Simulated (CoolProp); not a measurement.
Saturation properties of n-octane.

Computed with CoolProp (reference Helmholtz-energy equation of state, Beckmüller 2019).

```json
[
 {"T (°C)": "3.15", "p (MPa)": "0.0004853", "liquid cp (kJ/(kg K))": "2.153", "surface tension (mN/m)": "23.3", "liquid conductivity (mW/(m K))": "132"},
 {"T (°C)": "12.05", "p (MPa)": "0.0008672", "liquid cp (kJ/(kg K))": "2.182", "surface tension (mN/m)": "22.5", "liquid conductivity (mW/(m K))": "129"},
 {"T (°C)": "20.85", "p (MPa)": "0.001477", "liquid cp (kJ/(kg K))": "2.213", "surface tension (mN/m)": "21.6", "liquid conductivity (mW/(m K))": "126"},
 {"T (°C)": "29.75", "p (MPa)": "0.002436", "liquid cp (kJ/(kg K))": "2.245", "surface tension (mN/m)": "20.7", "liquid conductivity (mW/(m K))": "123"},
 {"T (°C)": "38.55", "p (MPa)": "0.003861", "liquid cp (kJ/(kg K))": "2.278", "surface tension (mN/m)": "19.9", "liquid conductivity (mW/(m K))": "120"},
 {"T (°C)": "47.45", "p (MPa)": "0.005963", "liquid cp (kJ/(kg K))": "2.312", "surface tension (mN/m)": "19.0", "liquid conductivity (mW/(m K))": "…"},
 {"T (°C)": "56.25", "p (MPa)": "0.008911", "liquid cp (kJ/(kg K))": "2.347", "surface tension (mN/m)": "18.2", "liquid conductivity (mW/(m K))": "…"},
 {"T (°C)": "65.15", "p (MPa)": "0.01304", "liquid cp (kJ/(kg K))": "2.383", "surface tension (mN/m)": "17.4", "liquid conductivity (mW/(m K))": "113"},
 {"T (°C)": "73.95", "p (MPa)": "0.01855", "liquid cp (kJ/(kg K))": "2.419", "surface tension (mN/m)": "16.5", "liquid conductivity (mW/(m K))": "110"},
 {"T (°C)": "82.85", "p (MPa)": "0.02594", "liquid cp (kJ/(kg K))": "2.457", "surface tension (mN/m)": "15.7", "liquid conductivity (mW/(m K))": "108"},
 {"T (°C)": "91.65", "p (MPa)": "0.03543", "liquid cp (kJ/(kg K))": "2.495", "surface tension (mN/m)": "15.0", "liquid conductivity (mW/(m K))": "105"},
 {"T (°C)": "100.55", "p (MPa)": "…", "liquid cp (kJ/(kg K))": "2.534", "surface tension (mN/m)": "14.2", "liquid conductivity (mW/(m K))": "103"}
]
```

Question: Some entries are withheld; supply them.

Answer: 
- 47.45, liquid conductivity (mW/(m K)): 118
- 56.25, liquid conductivity (mW/(m K)): 115
- 100.55, p (MPa): 0.04771

It boils at 125.6 °C under 1 atm.

Thermal conductivity comes from a separate model (Huber 2005). Surface tension comes from a separate correlation (Mulero 2012).
